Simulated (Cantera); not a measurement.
Cantera run, input and output.

```python
import numpy as np
import cantera as ct

gas = ct.Solution("h2o2.yaml")
gas.TPX = 1100, 740, {'H2': 0.095, 'O2': 1, 'N2': 4.6, 'H2O': 0.029}
reactor = ct.IdealGasConstPressureReactor(gas, energy="off", clone=False)
net = ct.ReactorNet([reactor])
net.rtol, net.atol = 1e-08, 1e-18
show = ['H2', 'O2', 'HO2', 'H2O', 'OH']
times = np.geomspace(7e-05, 6, 14)

steps = ct.SolutionArray(gas, extra=["t"])
rows = []
print(f"{'t/s':>10s}{'T/K':>9s}{'P/Pa':>11s}" + "".join(f"{s:>11s}" for s in show))
for t in times:
    while net.time < t:
        t_next = net.step()
        steps.append(gas.state, t=t_next)
    rows.append([np.interp(t, steps.t, y) for y in (steps.T, steps.P, *steps(*show).X.T)])
    print(f"{t:10.3e}{rows[-1][0]:9.1f}{rows[-1][1]:11.4g}" + "".join(f"{x:11.3e}" for x in rows[-1][2:]))
rate = np.gradient(steps.T, steps.t)
print("integrator steps:", len(steps.t))
if steps.T.max() > steps.T[0] + 200:
    print(f"time of steepest temperature rise: {steps.t[rate.argmax()]:.4e} s")
gas.TPX = 1100, 740, {'H2': 0.095, 'O2': 1, 'N2': 4.6, 'H2O': 0.029}
gas.equilibrate("TP")
print(f"equilibrium (TP): T = {gas.T:.1f} K  " + "  ".join(f"{s} {gas[s].X[0]:.3e}" for s in show))
```

It prints:

```
       t/s      T/K       P/Pa         H2         O2        HO2        H2O         OH
 7.000e-05   1100.0        740  1.660e-02  1.747e-01  1.312e-11  5.066e-03  6.141e-13
 1.677e-04   1100.0        740  1.660e-02  1.747e-01  3.145e-11  5.066e-03  3.158e-12
 4.018e-04   1100.0        740  1.660e-02  1.747e-01  7.539e-11  5.066e-03  1.479e-11
 9.627e-04   1100.0        740  1.660e-02  1.747e-01  1.808e-10  5.066e-03  6.172e-11
 2.307e-03   1100.0        740  1.660e-02  1.747e-01  4.346e-10  5.066e-03  2.885e-10
 5.526e-03   1100.0        740  1.660e-02  1.747e-01  1.072e-09  5.066e-03  3.400e-09
 1.324e-02   1100.0        740  1.659e-02  1.747e-01  1.097e-08  5.069e-03  7.511e-07
 3.172e-02   1100.0        740  2.218e-03  1.657e-01  5.713e-07  1.629e-02  1.181e-03
 7.600e-02   1100.0        740  4.706e-04  1.641e-01  5.213e-07  1.887e-02  7.614e-04
 1.821e-01   1100.0        740  3.657e-04  1.649e-01  5.035e-07  1.973e-02  6.716e-04
 4.363e-01   1100.0        740  2.067e-04  1.661e-01  4.517e-07  2.080e-02  5.045e-04
 1.045e+00   1100.0        740  6.938e-05  1.672e-01  3.303e-07  2.151e-02  2.914e-04
 2.504e+00   1100.0        740  1.454e-05  1.676e-01  1.638e-07  2.175e-02  1.333e-04
 6.000e+00   1100.0        740  2.677e-06  1.678e-01  5.487e-08  2.181e-02  5.749e-05
integrator steps: 1360
equilibrium (TP): T = 1100.0 K  H2 8.223e-10  O2 1.678e-01  HO2 4.619e-10  H2O 2.184e-02  OH 1.028e-06
```

Model: the H2/O2 subset of GRI-Mech 3.0, which has no nitrogen chemistry, integrated in Cantera. Radical loss at walls, strong at low pressure, is not modelled.
